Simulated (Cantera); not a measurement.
A perfectly stirred reactor is fed with CH4 : H2 = 1 : 2.2 (molar parts), at 750 Torr; it is held at 1775 K, and followed from long to short residence time.

Model: GRI-Mech 3.0 (53 species, 325 reactions), integrated in Cantera. GRI-Mech 3.0 stops at C3 and has no aromatics, soot or wall deposition, so with more carbon than oxygen in the feed, carbon stays in small species such as C2H2 where larger ones or solid carbon would form.

```json
[
 {"quantity": "x(CH4) at τ = 13.0 s", "before": "0.0194", "after": "0.00932"},
 {"quantity": "x(H2) at τ = 13.0 s", "before": "0.868", "after": "0.873"},
 {"quantity": "x(C2H) at τ = 13.0 s", "before": "2.68e-7", "after": "2.06e-6"},
 {"quantity": "x(CH2) at τ = 13.0 s", "before": "4.21e-8", "after": "9.64e-7"},
 {"quantity": "x(C2H4) at τ = 13.0 s", "before": "0.00263", "after": "5.40e-5"},
 {"quantity": "x(CH4) at τ = 0.280 s", "before": "0.0414", "after": "0.0846"},
 {"quantity": "x(H2) at τ = 0.280 s", "before": "0.855", "after": "0.826"},
 {"quantity": "x(C2H) at τ = 0.280 s", "before": "2.40e-7", "after": "9.90e-7"},
 {"quantity": "x(CH2) at τ = 0.280 s", "before": "8.05e-8", "after": "2.65e-6"},
 {"quantity": "x(C2H4) at τ = 0.280 s", "before": "0.00248", "after": "0.000841"}
]
```

Problem. Name the change that produced these shifts.
A) CH4 1 to 9.4 parts
B) temperature 1775 to 1623 K
C) pressure from 750 Torr to 10.00 Torr
D) H2 2.2 to 5.2 parts

Solution. C, pressure from 750 Torr to 10.00 Torr
